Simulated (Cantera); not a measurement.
## Thermodynamics of silicon etching in halogen gases, feed Si + HBr + H2

A closed system holds: 1 mol Si, 2.1 mol HBr, 74 mol H2, at 10000 Pa.

Method: chemical equilibrium by Gibbs-energy minimisation in Cantera with the NASA 1993 tables (ideal gas, pure condensed phases). Candidate condensed phases: Br2, Si; 19 gas species. The tables' values for SiBr3 are old estimates; treat these amounts as uncertain. Kinetics and transport are ignored.

```
T (°C)   x H2    x HBr   x SiBr4   x SiBr2  x SiHBr3  x SiH2Br2  x SiBr3  n Si(s)
------  -----  -------  --------  --------  --------  ---------  -------  -------
527     0.991  0.00278   0.00548   4.40e-6  0.000970    8.02e-5  3.78e-6    0.506
602     0.988  0.00615   0.00464   2.85e-5  0.000918    8.52e-5  1.34e-5    0.569
677     0.984   0.0114   0.00337  0.000125  0.000763    8.14e-5  3.38e-5    0.668
752     0.979   0.0178   0.00183  0.000370  0.000506    6.60e-5  5.77e-5    0.785
827     0.976   0.0227  0.000630  0.000718  0.000236    4.20e-5  6.09e-5    0.871
902     0.974   0.0246  0.000147  0.000980   8.22e-5    2.18e-5  4.30e-5    0.903
977     0.974   0.0250   3.25e-5   0.00114   2.73e-5    1.09e-5  2.66e-5    0.905
1052    0.974   0.0249   8.02e-6   0.00127   9.83e-6    5.76e-6  1.65e-5    0.900
```
x: gas mole fraction; n: condensed amount in mol.

From 527 °C to 1052 °C the condensed part is Si(s). The main Si-bearing gas is SiBr4 at 527 °C and SiBr2 at 1052 °C. The share of Si in condensed phases is highest at 977 °C (90.5 %) and lowest at 527 °C (50.6 %).
